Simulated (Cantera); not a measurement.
A perfectly stirred reactor is fed with CO : O₂ : H₂O : N₂ = 0.011 : 0.047 : 0.12 : 1 (molar parts), at 1.90 bar; it is held at 1250 K, and followed from long to short residence time.

Model: GRI-Mech 3.0 (53 species, 325 reactions), integrated in Cantera.

Problem. Predict: x(CO) at τ = 6.20 s; x(O₂) at τ = 6.20 s; x(H₂O) at τ = 6.20 s; x(H₂O₂) at τ = 6.20 s; x(HO₂) at τ = 6.20 s; x(CO) at τ = 27.0 ms; x(O₂) at τ = 27.0 ms; x(H₂O) at τ = 27.0 ms; x(H₂O₂) at τ = 27.0 ms; x(HO₂) at τ = 27.0 ms.

Solution. 
| Quantity | Result |
|---|---|
| x(CO) at τ = 6.20 s | 2.24e-5 |
| x(O₂) at τ = 6.20 s | 0.0354 |
| x(H₂O) at τ = 6.20 s | 0.102 |
| x(H₂O₂) at τ = 6.20 s | 1.41e-8 |
| x(HO₂) at τ = 6.20 s | 1.45e-7 |
| x(CO) at τ = 27.0 ms | 0.000943 |
| x(O₂) at τ = 27.0 ms | 0.0358 |
| x(H₂O) at τ = 27.0 ms | 0.102 |
| x(H₂O₂) at τ = 27.0 ms | 2.71e-7 |
| x(HO₂) at τ = 27.0 ms | 4.99e-6 |
